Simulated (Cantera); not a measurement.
Cantera with NASA thermochemical tables; ideal gases at 1 bar, condensed phases pure. Values are per mole of reaction as written; species without (g) are pure solids or liquids, kept so even where they would boil at 1 bar. TaC: taken at fixed stoichiometry.

9 N2O(g) + 2 TaC ⇌ 2 CO2(g) + Ta2O5 + 9 N2(g)

```json
[
 {"T (K)": "1975", "ΔH° (kJ)": "?", "ΔS° (J/K)": "?", "ΔG° (kJ)": "?", "log10 K": "?", "condensed phases": "TaC(s), Ta2O5(s)"},
 {"T (K)": "2075", "ΔH° (kJ)": "?", "ΔS° (J/K)": "?", "ΔG° (kJ)": "?", "log10 K": "?", "condensed phases": "TaC(s), Ta2O5(l)"},
 {"T (K)": "2175", "ΔH° (kJ)": "?", "ΔS° (J/K)": "?", "ΔG° (kJ)": "?", "log10 K": "?", "condensed phases": "TaC(s), Ta2O5(l)"},
 {"T (K)": "2275", "ΔH° (kJ)": "?", "ΔS° (J/K)": "?", "ΔG° (kJ)": "?", "log10 K": "?", "condensed phases": "TaC(s), Ta2O5(l)"},
 {"T (K)": "2375", "ΔH° (kJ)": "-3173.6", "ΔS° (J/K)": "288.8", "ΔG° (kJ)": "-3859.4", "log10 K": "84.88", "condensed phases": "TaC(s), Ta2O5(l)"}
]
```

Question: Fill in the missing entries.

Answer: 
- 1975, ΔH° (kJ): -3295.8
- 1975, ΔS° (J/K): 229.5
- 1975, ΔG° (kJ): -3749.1
- 1975, log10 K: 99.15
- 2075, ΔH° (kJ): -3177.6
- 2075, ΔS° (J/K): 286.9
- 2075, ΔG° (kJ): -3773.0
- 2075, log10 K: 94.98
- 2175, ΔH° (kJ): -3176.1
- 2175, ΔS° (J/K): 287.7
- 2175, ΔG° (kJ): -3801.7
- 2175, log10 K: 91.30
- 2275, ΔH° (kJ): -3174.7
- 2275, ΔS° (J/K): 288.3
- 2275, ΔG° (kJ): -3830.5
- 2275, log10 K: 87.95
